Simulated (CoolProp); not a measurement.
Vapour-liquid equilibrium of hydrogen chloride (1) + propane (2) at 28.25 °C; x and y are mole fractions of (1).

Computed with CoolProp (multi-fluid Helmholtz-energy mixture model, Thol 2018 and Lemmon 2009; pair parameters Bell 2016).

Question: Give the bubble pressure and the first vapour's composition at x = 0.05, 0.8, 0.95. Is there an azeotrope?

Answer: x = 0.05: 1.328 MPa, y = 0.215; x = 0.8: 4.460 MPa, y = 0.876; x = 0.95: 4.945 MPa, y = 0.965. No azeotrope shows between x = 0.05 and 0.95.

Pair parameters are fitted to limited data, so mixtures are less certain than the pure fluids.
